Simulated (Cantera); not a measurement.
Ignition delay

Mixture: CO : H2 : O2 : N2 = 1 : 0.1 : 0.591 : 3.13 (molar parts), equivalence ratio 0.93, at 2700 Torr, adiabatic and at constant volume. Ignition delay is the time to a rise of 400 K.

Detailed kinetics in Cantera: GRI-Mech 3.0 (53 species, 325 reactions). The hydrogen kinetics of GRI-Mech 3.0 are dated; newer H2 mechanisms differ, most at raised pressure. Where the delays flatten at high temperature, the 400 K rule measures the pace of heat release, not the induction time.

```csv
T0 (K),delay (ms)
1100,0.190
1200,0.0523
1300,0.0290
1400,0.0205
1500,0.0165
1600,0.0143
1700,0.0132
1800,0.0127
1900,0.0128
2000,0.0133
```
